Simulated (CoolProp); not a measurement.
n-undecane along the isobar 2.79 MPa: Z from the reference equation and from simpler models built on Tc = 365.7 °C, pc = 1.990 MPa, ω = 0.539; each cubic takes its own stable root.

Computed with CoolProp (reference Helmholtz-energy equation of state, Aleksandrov 2011). It is a short technical equation, of lower accuracy than the large ones.

| T (°C) | phase | reference |
|---|---|---|
| -19.95 | liquid | 0.2681 |
| -6.55 | liquid | 0.2580 |
| 6.85 | liquid | 0.2490 |
| 20.15 | liquid | 0.2410 |
| 33.55 | liquid | 0.2336 |
| 46.95 | liquid | 0.2269 |
| 60.25 | liquid | 0.2209 |
| 73.65 | liquid | 0.2154 |
| 87.05 | liquid | 0.2104 |
| 100.35 | liquid | 0.2059 |
| 113.75 | liquid | 0.2018 |
| 127.15 | liquid | 0.1981 |
| 140.55 | liquid | 0.1947 |
| 153.85 | liquid | 0.1917 |

**Question.** How far does each simpler model (van der Waals, Peng-Robinson) lie from the reference over these 14 states: mean and median of the absolute difference, and the worst?

**Answer.** 
- van der Waals: mean 83.8 %, median 83.6 %, worst +88.6 % at -19.95 °C and 2.79 MPa
- Peng-Robinson: mean 6.6 %, median 6.3 %, worst +10.4 % at -19.95 °C and 2.79 MPa
